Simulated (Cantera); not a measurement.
# Titanium nitride, carbide and oxide coatings: TiCl4 + C3H8

Input: 1 mol TiCl4, 0.81 mol C3H8, equilibrated at 133 Pa.

These are equilibrium values from Cantera (NASA tables, ideal gas, pure condensed phases), not measurements of a reactor. Candidate condensed phases: C, C6H6, C7H8, C8H18, Ti, TiC, TiCl2, TiCl3, TiCl4; 96 gas species. The tables' values for TiCl2 are old estimates; treat these amounts as uncertain. TiC: taken at fixed stoichiometry. Equilibrium is a limit: real reactors are often held back by kinetics, nucleation or transport.

```json
[
 {"T (K)": "1375", "x HCl": "0.644", "x H2": "0.312", "x TiCl3": "0.0322", "x Cl": "8.96e-5", "x H": "5.25e-5", "x TiCl4": "0.0105", "n C(graphite)": "1.65", "n TiC(s)": "0.781"},
 {"T (K)": "1425", "x HCl": "0.662", "x H2": "0.301", "x TiCl3": "0.0298", "x Cl": "0.000185", "x H": "0.000102", "x TiCl4": "0.00694", "n C(graphite)": "1.62", "n TiC(s)": "0.811"},
 {"T (K)": "1475", "x HCl": "0.676", "x H2": "0.291", "x TiCl3": "0.0271", "x Cl": "0.000361", "x H": "0.000192", "x TiCl4": "0.00458", "n C(graphite)": "1.59", "n TiC(s)": "0.835"},
 {"T (K)": "1525", "x HCl": "0.688", "x H2": "0.283", "x TiCl3": "0.0245", "x Cl": "0.000671", "x H": "0.000345", "x TiCl4": "0.00305", "n C(graphite)": "1.57", "n TiC(s)": "0.856"},
 {"T (K)": "1575", "x HCl": "0.696", "x H2": "0.277", "x TiCl3": "0.0219", "x Cl": "0.00120", "x H": "0.000599", "x TiCl4": "0.00205", "n C(graphite)": "1.56", "n TiC(s)": "0.873"},
 {"T (K)": "1625", "x HCl": "0.703", "x H2": "0.272", "x TiCl3": "0.0196", "x Cl": "0.00205", "x H": "0.00101", "x TiCl4": "0.00139", "n C(graphite)": "1.54", "n TiC(s)": "0.887"},
 {"T (K)": "1675", "x HCl": "0.707", "x H2": "0.268", "x TiCl3": "0.0174", "x Cl": "0.00339", "x H": "0.00165", "x TiCl4": "0.000952", "n C(graphite)": "1.53", "n TiC(s)": "0.898"},
 {"T (K)": "1725", "x HCl": "0.709", "x H2": "0.265", "x TiCl3": "0.0154", "x Cl": "0.00543", "x H": "0.00262", "x TiCl4": "0.000657", "n C(graphite)": "1.52", "n TiC(s)": "0.908"},
 {"T (K)": "1775", "x HCl": "0.709", "x H2": "0.262", "x TiCl3": "0.0136", "x Cl": "0.00843", "x H": "0.00406", "x TiCl4": "0.000456", "n C(graphite)": "1.51", "n TiC(s)": "0.916"},
 {"T (K)": "1825", "x HCl": "0.706", "x H2": "0.260", "x TiCl3": "0.0119", "x Cl": "0.0127", "x H": "0.00615", "x TiCl4": "0.000317", "n C(graphite)": "1.51", "n TiC(s)": "0.922"},
 {"T (K)": "1875", "x HCl": "0.700", "x H2": "0.259", "x TiCl3": "0.0103", "x Cl": "0.0187", "x H": "0.00913", "x TiCl4": "0.000220", "n C(graphite)": "1.50", "n TiC(s)": "0.927"},
 {"T (K)": "1925", "x HCl": "0.690", "x H2": "0.257", "x TiCl3": "0.00884", "x Cl": "0.0268", "x H": "0.0133", "x TiCl4": "0.000152", "n C(graphite)": "1.50", "n TiC(s)": "0.931"}
]
```
x: gas mole fraction; n: condensed amount in mol.

From 1375 K to 1925 K the condensed part is C(graphite) + TiC(s). The main Ti-bearing gas is TiCl3 throughout. The share of Ti in condensed phases is highest at 1925 K (93.1 %) and lowest at 1375 K (78.1 %).
